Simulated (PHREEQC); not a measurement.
Make-up at 75 °C: 0.18 mol ZnCl2, 0.047 mol NaOH and 0.093 mol H2SO4 per kg of water. Closed to the air; pH follows from the charge balance.

Model: ion-association model, phreeqc.dat, run in PHREEQC.

```json
[
 {"quantity": "Cl- (mol/kgw)", "before": "0.256", "after": "0.267"},
 {"quantity": "ZnCl+ (mol/kgw)", "before": "0.0724", "after": "0.0666"},
 {"quantity": "HSO4- (mol/kgw)", "before": "0.0660", "after": "0.432"}
]
```

**Question.** Name the change that produced these shifts.
A) diluted 100-fold with water
B) temperature from 75 to 60 °C
C) H2SO4 from 0.093 to 0.465 mol/kgw
D) 0.018 mol/kgw HNO3 added
E) NaOH left out

**Answer.** C, H2SO4 from 0.093 to 0.465 mol/kgw

No solid was allowed to form. The ionic strength passes 0.7 mol/kgw, the rough limit of the ion-association models, in after. At this temperature some constants are extrapolated from 25 °C, and those without enthalpy data are left unchanged.
